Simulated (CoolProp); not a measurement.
Saturation properties of cyclopentane.

Computed with CoolProp (reference Helmholtz-energy equation of state, Gedanitz 2015).

```
T (K)  p (kPa)  liquid density (kg/m³)  enthalpy of vaporisation (kJ/kg)  liquid cp (kJ/(kg K))  vapour Z  surface tension (mN/m)
-----  -------  ----------------------  --------------------------------  ---------------------  --------  ----------------------
374.3    428.1                   658.1                             346.3                  2.229    0.9021                    11.8
381.4    504.1                   649.5                             339.5                  2.272    0.8902                    11.0
388.5    589.8                   640.6                             332.5                  2.317    0.8774                    10.2
395.5    684.5                   631.7                             325.3                  2.362    0.8639                    9.39
402.6    791.6                   622.4                             317.6                  2.409    0.8493                    8.60
409.7    910.6                   612.8                             309.7                  2.458    0.8337                    7.84
416.8     1042                   602.8                             301.3                  2.510    0.8170                    7.09
423.9     1188                   592.5                             292.5                  2.564    0.7993                    6.36
431       1348                   581.9                             283.2                  2.623    0.7803                    5.66
```

It boils at 322.4 K under 1 atm.

Surface tension comes from a separate correlation (Mulero 2014).
